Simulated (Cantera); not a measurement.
Premixed flame

A freely propagating, adiabatic, planar premixed flame of C2H6 : O2 : N2 : H2O = 1 : 3.57 : 13.4 : 1.8 (molar parts), unburnt at 623 K and 0.987 atm; mixture-averaged transport, grid criteria slope 0.08 and curve 0.16, no radiation.

Model: GRI-Mech 3.0 (53 species, 325 reactions), integrated in Cantera. Burning velocities carry a grid error of a few per cent, more on coarse grids.

| z (mm) | T (K) | u (m/s) | x C2H6 | x O2 | x H2O | x H2 | x H2O2 | x HO2 |
|---|---|---|---|---|---|---|---|---|
| -1.05 | 623 | 1.19 | 0.0505 | 0.180 | 0.0910 | 0.00109 | 7.68e-8 | 2.57e-7 |
| -0.703 | 625 | 1.20 | 0.0504 | 0.180 | 0.0911 | 0.00297 | 8.21e-7 | 2.75e-6 |
| -0.527 | 631 | 1.21 | 0.0502 | 0.179 | 0.0919 | 0.00517 | 3.33e-6 | 1.13e-5 |
| -0.352 | 672 | 1.30 | 0.0491 | 0.175 | 0.0966 | 0.00947 | 1.97e-5 | 7.59e-5 |
| -0.176 | 967 | 1.91 | 0.0374 | 0.147 | 0.124 | 0.0170 | 7.98e-5 | 0.000364 |
| -0.0879 | 1335 | 2.69 | 0.0175 | 0.110 | 0.156 | 0.0212 | 4.67e-5 | 0.000308 |
| 0 | 1705 | 3.49 | 0.00126 | 0.0656 | 0.188 | 0.0219 | 2.20e-6 | 0.000146 |
| 0.0879 | 1862 | 3.82 | 3.97e-6 | 0.0391 | 0.202 | 0.0176 | 5.17e-7 | 2.24e-5 |
| 0.176 | 1913 | 3.90 | <1e-8 | 0.0293 | 0.205 | 0.0153 | 4.24e-7 | 1.03e-5 |
| 0.352 | 1972 | 4.00 | <1e-8 | 0.0234 | 0.206 | 0.0147 | 3.50e-7 | 7.43e-6 |
| 0.703 | 2044 | 4.12 | <1e-8 | 0.0198 | 0.209 | 0.0136 | 2.64e-7 | 5.33e-6 |
| 1.41 | 2122 | 4.25 | <1e-8 | 0.0166 | 0.215 | 0.0113 | 1.92e-7 | 3.54e-6 |
| 2.81 | 2194 | 4.38 | <1e-8 | 0.0135 | 0.221 | 0.00870 | 1.41e-7 | 2.26e-6 |
x: mole fraction of selected species; z is measured from the peak of heat release.

laminar burning velocity: 119 cm/s
thermal thickness: 0.352 mm
peak x(H2): 0.0225
peak x(H2O2): 8.12e-5
peak x(HO2): 0.000367
grid points: 140
